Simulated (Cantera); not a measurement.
What does this Cantera script print?

```python
import numpy as np
import cantera as ct

gas_names = """
    CH4 C2H6
""".split()
cond_names = """
    TiC(s) TiC(L) Ti(a) Ti(b) Ti(L)
""".split()


# ... load() reads the species with a 1 bar reference pressure and builds the phases ...
species = {s.name: s for s in load("nasa_gas.yaml", gas_names) + load("nasa_condensed.yaml", cond_names)}
# Each term lists the table entries of one substance; the one whose range holds T is used.
reactions = {
    '3 CH4(g) + TiC = 2 C2H6(g) + Ti':
        [(-3, ['CH4']), (-1, ['TiC(s)', 'TiC(L)']), (2, ['C2H6']), (1, ['Ti(a)', 'Ti(b)', 'Ti(L)'])],
}


def pick(names, T):
    return next(species[n] for n in names if species[n].thermo.min_temp <= T <= species[n].thermo.max_temp)


results = []
for label, terms in reactions.items():
    print(label)
    print("     T/K   dH/kJ  dS/(J/K)   dG/kJ   log10 K")
    for T in [2398, 2448, 2498, 2548, 2598, 2648, 2698, 2748, 2798, 2848]:
        used = [(nu, pick(names, T)) for nu, names in terms]
        dH = sum(nu * s.thermo.h(T) for nu, s in used) / 1e6
        dS = sum(nu * s.thermo.s(T) for nu, s in used) / 1e3
        dG = dH - T * dS / 1e3
        logK = -dG * 1e6 / (ct.gas_constant * T * np.log(10))
        results.append((label, T, dH, dS, dG, logK, [s.name for _, s in used]))
        print(f"{T:8g} {dH:8.1f} {dS:8.1f} {dG:8.1f} {logK:8.2f}")
```

Output:

```
3 CH4(g) + TiC = 2 C2H6(g) + Ti
     T/K   dH/kJ  dS/(J/K)   dG/kJ   log10 K
    2398    258.9    -84.1    460.6   -10.03
    2448    258.5    -84.2    464.8    -9.92
    2498    258.1    -84.4    469.0    -9.81
    2548    257.7    -84.6    473.2    -9.70
    2598    257.2    -84.8    477.5    -9.60
    2648    256.6    -85.0    481.7    -9.50
    2698    256.0    -85.2    486.0    -9.41
    2748    255.3    -85.5    490.2    -9.32
    2798    254.5    -85.8    494.5    -9.23
    2848    253.7    -86.0    498.8    -9.15
```

Cantera with NASA thermochemical tables; ideal gases at 1 bar, condensed phases pure. TiC: taken at fixed stoichiometry. Condensed species are held in their standard states even where they would react or evaporate.
